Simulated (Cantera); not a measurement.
SiCl₄ + C₂H₄ + H₂ (silicon carbide growth)

Feed: 1 mol SiCl₄, 0.015 mol C₂H₄, 18 mol H₂, at 2523 K.

These are equilibrium values from Cantera (NASA tables, ideal gas, pure condensed phases), not measurements of a reactor. Candidate condensed phases: C, C₆H₆, C₇H₈, C₈H₁₈, Si, SiC; 109 gas species. The tables' values for SiCl, SiCl₃ are old estimates; treat these amounts as uncertain. Gases not in the tables: Si₂H₆ and higher silanes. The numbers say what is thermodynamically allowed, not how fast it happens.

From 100 Pa to 37000 Pa nothing is condensed. At 100000 Pa the condensed part is Si(l). The main Si-bearing gas is Si at 100 Pa and SiCl₂ at 100000 Pa.

```tsv
P (Pa)	log p H₂	log p H	log p HCl	log p Cl	log p Si	log p SiCl₂	n Si(l)
100	-3.48	-3.30	-4.19	-4.15	-4.48	-6.97	0
270	-2.91	-3.01	-3.59	-3.84	-4.02	-5.87	0
720	-2.40	-2.75	-3.06	-3.57	-3.59	-4.90	0
1900	-1.92	-2.52	-2.59	-3.33	-3.20	-4.04	0
5200	-1.44	-2.28	-2.13	-3.12	-2.85	-3.26	0
14000	-0.98	-2.05	-1.71	-2.93	-2.56	-2.60	0
37000	-0.54	-1.83	-1.32	-2.75	-2.34	-2.02	0
100000	-0.10	-1.60	-0.89	-2.55	-2.25	-1.52	0.121
```
log p: log10 of the partial pressure in bar; n: condensed amount in mol.
